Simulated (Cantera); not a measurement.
Source: NASA polynomial tables (part measured, part estimated), evaluated in Cantera. Values are per mole of reaction as written; species without (g) are pure solids or liquids, kept so even where they would boil at 1 bar.

3 Cl₂(g) + 6 H(g) + 2 BF₃(g) ⇌ 2 BCl₃(g) + 6 HF(g), with ΔH° = -1478.0 kJ and ΔS° = -243.4 J/K at 300 K.

Problem. How far is the shortcut ΔG° ≈ ΔH°(300 K) − T·ΔS°(300 K) from the full temperature-dependent value at 2400, 2450, 2500, 2550, 2600, 2650, 2700, 2750 K?

Solution. 
```csv
T (K),shortcut (kJ),full (kJ),difference (kJ),difference in log10 K
2400,-893.8,-778.0,-115.8,2.52
2450,-881.6,-761.6,-120.0,2.56
2500,-869.5,-745.3,-124.2,2.59
2550,-857.3,-728.9,-128.4,2.63
2600,-845.1,-712.5,-132.6,2.66
2650,-833.0,-696.0,-136.9,2.70
2700,-820.8,-679.5,-141.2,2.73
2750,-808.6,-663.0,-145.6,2.77
```
The shortcut ignores the heat-capacity change of the reaction.
